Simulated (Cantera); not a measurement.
## Ignition delay

Mixture: CO : H2 : O2 : N2 = 1 : 0.1 : 0.5 : 1.88 (molar parts), equivalence ratio 1.1, at 160000 Pa, adiabatic and at constant volume. Ignition delay is the time to a rise of 400 K.

Cantera simulation using GRI-Mech 3.0 (53 species, 325 reactions); the numbers are that mechanism's predictions, not measurements. Where the delays flatten at high temperature, the 400 K rule measures the pace of heat release, not the induction time.

```json
[
 {"T0 (K)": "1025", "delay (ms)": "0.423"},
 {"T0 (K)": "1100", "delay (ms)": "0.140"},
 {"T0 (K)": "1175", "delay (ms)": "0.0787"},
 {"T0 (K)": "1250", "delay (ms)": "0.0542"},
 {"T0 (K)": "1325", "delay (ms)": "0.0416"},
 {"T0 (K)": "1400", "delay (ms)": "0.0343"},
 {"T0 (K)": "1475", "delay (ms)": "0.0297"},
 {"T0 (K)": "1550", "delay (ms)": "0.0269"},
 {"T0 (K)": "1625", "delay (ms)": "0.0252"},
 {"T0 (K)": "1700", "delay (ms)": "0.0244"}
]
```
